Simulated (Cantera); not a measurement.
Transport properties of process gases

Gas mixture: 32.8 % CO₂, 32.1 % C₂H₂, 25.9 % C₂H₄, 9.31 % H₂, at 1.00 atm, frozen composition.

Cantera's kinetic-theory transport with the Lennard-Jones parameters of GRI-Mech 3.0, ideal gas; thermal conductivity in the mixture-averaged form. The composition is frozen, though it would react at the higher temperatures.

```
T (K)  ρ (kg/m³)  cp (J/kg/K)  μ (µPa s)  λ (mW/m/K)     Pr  D (cm²/s) CH₃  D (cm²/s) NO  D (cm²/s) H₂
-----  ---------  -----------  ---------  ----------  -----  -------------  ------------  ------------
400        0.920         1522       16.0        41.5  0.587          0.319         0.289          1.05
650        0.566         1888       24.0        72.0  0.630          0.757         0.678          2.39
900        0.409         2126       30.7         101  0.646           1.33          1.18          4.13
1150       0.320         2308       36.5         128  0.657           2.01          1.79          6.22
1400       0.263         2439       41.8         154  0.662           2.80          2.48          8.62
1650       0.223         2537       46.7         179  0.664           3.69          3.26          11.3
1900       0.194         2610       51.3         202  0.665           4.67          4.13          14.3
```
D: mixture-averaged diffusion coefficient of that species in the mixture.
